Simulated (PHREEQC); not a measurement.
Solution (22 °C): 0.00028 mol/kgw NH4BF4. Closed to the air; pH follows from the charge balance.

The numbers come from PHREEQC with the ion-association model, phreeqc.dat.

This is a speciation only: nothing precipitates in the calculation.

Task: Order these F species by the share of F that they hold, largest first: BF3OH-, BF4-, BF2(OH)2-, F-, HF.

Result: F- (63 %), HF (36 %), BF2(OH)2- (0.41 %), BF4- (0.31 %), BF3OH- (0.20 %)

The pH is 3.38 and the ionic strength 0.000709 mol/kgw. Complexes and solids missing from the database can't appear. Real BF4- forms and hydrolyses slowly; the run takes it at equilibrium.
